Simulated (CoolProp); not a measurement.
Vapour-liquid equilibrium of propane (1) + isobutane (2) at -78.95 °C; x and y are mole fractions of (1).

The numbers come from the multi-fluid Helmholtz-energy mixture model, Lemmon 2009 and Bücker 2006; pair parameters Kunz 2012 in CoolProp.

Question: Give the bubble pressure and the first vapour's composition at x = 0.2, 0.425, 0.575. Is there an azeotrope?

Answer: x = 0.2: 0.04789 bar, y = 0.585; x = 0.425: 0.07289 bar, y = 0.802; x = 0.575: 0.08984 bar, y = 0.881. No azeotrope shows between x = 0.05 and 0.95.

The pair parameters rest on a limited set of measurements; away from them the model extrapolates. The gap from Raoult's law changes sign with composition, which may be real or a fault of the pair parameters; it wasn't checked against measurements.
